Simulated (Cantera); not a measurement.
# Catalytic stagnation flow on Pt

A jet of H₂ : O₂ : N₂ = 0.01 : 0.078 : 0.79 (molar parts) at 300 K and 52.5 Torr hits a platinum plate 7.9 cm away at a mass flux of 0.048 kg/m²/s; the plate temperature is set and raised in steps from an oxygen-covered start.

Model: Deutschmann's 1995 Pt surface mechanism with GRI-Mech 3.0 gas chemistry, integrated in Cantera. Catalytic surfaces can have several steady states; this one follows from the mechanism file's or the stated starting coverage.

```csv
plate T (K),wall x H₂,wall x O₂,wall x H₂O,wall x OH,θ free Pt,θ O*,θ OH*
500,0.00159,0.0782,0.0195,<1e-8,0.0299,0.962,0.00812
550,0.00159,0.0782,0.0193,<1e-8,0.0316,0.964,0.00463
600,0.00158,0.0783,0.0191,<1e-8,0.0333,0.964,0.00289
650,0.00153,0.0783,0.0191,<1e-8,0.0361,0.962,0.00196
700,0.00130,0.0780,0.0194,<1e-8,0.0451,0.953,0.00152
750,0.000915,0.0777,0.0201,<1e-8,0.0693,0.929,0.00136
```
x: mole fraction at the wall; θ: surface coverage.
